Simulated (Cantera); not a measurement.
Hydrocarbon pyrolysis for carbon deposition

An isothermal, constant-pressure homogeneous reactor starts with 0.128 % C2H6, 99.9 % N2, at 1725 K and 0.0267 bar.

Model: GRI-Mech 3.0 (53 species, 325 reactions), integrated in Cantera. GRI-Mech 3.0 stops at C3 and has no aromatics, soot or wall deposition, so with more carbon than oxygen in the feed, carbon stays in small species such as C2H2 where larger ones or solid carbon would form. Radical loss at walls, strong at low pressure, is not modelled.

| t (s) | x C2H6 | x C2H | x HCN | x CH3 | x CH2 | x H2 | x C2H4 |
|---|---|---|---|---|---|---|---|
| 0.000200 | 0.000952 | <1e-12 | 1.39e-10 | 0.000639 | 3.90e-7 | 1.77e-6 | 5.75e-6 |
| 0.000406 | 0.000691 | 2.63e-11 | 1.76e-8 | 0.00108 | 2.48e-6 | 1.76e-5 | 3.93e-5 |
| 0.000823 | 0.000326 | 1.40e-8 | 1.05e-6 | 0.00142 | 8.57e-6 | 0.000139 | 0.000201 |
| 0.00167 | 5.12e-5 | 5.40e-7 | 1.01e-5 | 0.00112 | 1.18e-5 | 0.000621 | 0.000435 |
| 0.00339 | 2.99e-6 | 1.02e-6 | 2.87e-5 | 0.000479 | 7.96e-6 | 0.00140 | 0.000358 |
| 0.00687 | 2.90e-7 | 7.89e-7 | 4.62e-5 | 0.000164 | 3.96e-6 | 0.00199 | 0.000151 |
| 0.0139 | 4.27e-8 | 5.65e-7 | 5.92e-5 | 6.35e-5 | 1.90e-6 | 0.00228 | 3.67e-5 |
| 0.0283 | 9.34e-9 | 4.24e-7 | 6.94e-5 | 2.93e-5 | 9.49e-7 | 0.00240 | 5.40e-6 |
| 0.0574 | 2.25e-9 | 3.44e-7 | 7.80e-5 | 1.42e-5 | 4.65e-7 | 0.00246 | 8.45e-7 |
| 0.116 | 4.94e-10 | 2.99e-7 | 8.51e-5 | 6.61e-6 | 2.13e-7 | 0.00248 | 1.73e-7 |
| 0.236 | 8.31e-11 | 2.74e-7 | 9.08e-5 | 2.70e-6 | 8.54e-8 | 0.00250 | 3.13e-8 |
| 0.479 | 7.83e-12 | 2.61e-7 | 9.45e-5 | 8.25e-7 | 2.59e-8 | 0.00251 | 5.89e-9 |
| 0.972 | <1e-12 | 2.55e-7 | 9.61e-5 | 1.58e-7 | 5.14e-9 | 0.00251 | 3.37e-9 |
| 1.97 | <1e-12 | 2.52e-7 | 9.65e-5 | 3.81e-8 | 1.34e-9 | 0.00251 | 3.28e-9 |
| 4.00 | <1e-12 | 2.47e-7 | 9.65e-5 | 2.08e-8 | 7.18e-10 | 0.00251 | 3.28e-9 |
x: mole fraction; the columns are a selection and need not sum to one.

Equilibrium at this temperature and pressure: C2H6 <1e-12, C2H 2.64e-9, HCN 0.00252, CH3 6.93e-10, CH2 1.67e-11, H2 0.00253, C2H4 4.97e-11 (gas phase only).
